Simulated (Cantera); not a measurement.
An isothermal, constant-pressure homogeneous reactor starts with 28.6 % CH₄, 71.4 % N₂, at 1375 K and 1.00 atm.

Computed with Cantera and GRI-Mech 3.0 (53 species, 325 reactions). GRI-Mech 3.0 stops at C3 and has no aromatics, soot or wall deposition, so with more carbon than oxygen in the feed, carbon stays in small species such as C2H2 where larger ones or solid carbon would form.

### Question
Predict: x(CH₄) at 2.00 s; x(C₂H₆) at 2.00 s; x(CH₃) at 2.00 s; x(C₂H₂) at 2.00 s.

### Answer
```
Property                                              Value
-----------------  ----------------------------------------
x(CH₄) at 2.00 s       0.245 (gas-phase equilibrium 0.0814)
x(C₂H₆) at 2.00 s  0.000226 (gas-phase equilibrium 5.67e-5)
x(CH₃) at 2.00 s    2.64e-5 (gas-phase equilibrium 1.16e-5)
x(C₂H₂) at 2.00 s     0.0138 (gas-phase equilibrium 0.0382)
```
